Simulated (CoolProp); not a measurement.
Carbon monoxide along the isobar 4.3 MPa: fugacity coefficient from the reference equation and from simpler models built on Tc = 132.9 K, pc = 3.498 MPa, ω = 0.050; each cubic takes its own stable root.

The numbers come from the reference Helmholtz-energy equation of state, Lemmon 2006 in CoolProp. It is a short technical equation, of lower accuracy than the large ones.

```csv
T (K),phase,reference
75.8,liquid,0.01407
85.6,liquid,0.04221
95.4,liquid,0.09681
105.3,liquid,0.1846
115.1,liquid,0.3032
124.9,liquid,0.4461
134.8,supercritical,0.5982
144.6,supercritical,0.6970
154.4,supercritical,0.7553
164.2,supercritical,0.7991
174.1,supercritical,0.8339
183.9,supercritical,0.8617
```

Task: How far does each simpler model (van der Waals, Soave-Redlich-Kwong, Peng-Robinson) lie from the reference over these 12 states: mean and median of the absolute difference, and the worst?

Result: 
- van der Waals: mean 66.7 %, median 9.6 %, worst +378.7 % at 75.8 K and 4.3 MPa
- Soave-Redlich-Kwong: mean 0.5 %, median 0.4 %, worst +1.2 % at 115.1 K and 4.3 MPa
- Peng-Robinson: mean 2.7 %, median 2.7 %, worst -4.1 % at 144.6 K and 4.3 MPa
